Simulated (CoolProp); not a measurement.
Aqueous magnesium chloride as a coolant, at -1 °C, 1 atm.

Model: Melinder's fits for secondary coolants, in CoolProp.

```
mass %  freezing point (°C)  density (kg/m³)  viscosity (mPa s)  conductivity (W/(m K))  Prandtl number
------  -------------------  ---------------  -----------------  ----------------------  --------------
3.5                    -2.0             1030               2.19                   0.553            15.7
5.7                    -3.5             1050               2.34                   0.549            16.3
8                      -5.7             1071               2.59                   0.543            17.6
10.2                   -8.6             1091               2.93                   0.538            19.4
12.5                  -12.2             1112               3.34                   0.532            21.6
14.8                  -16.4             1133               3.74                   0.526            23.5
17                    -21.0             1153               4.10                   0.521            25.2
19.3                  -26.7             1176               4.76                   0.514            28.5
21.5                  -33.6             1199               6.61                   0.507            38.9
23.8                  -43.4             1226               14.7                   0.496            85.4
26.1                  -57.7             1258               77.5                   0.478             453
```
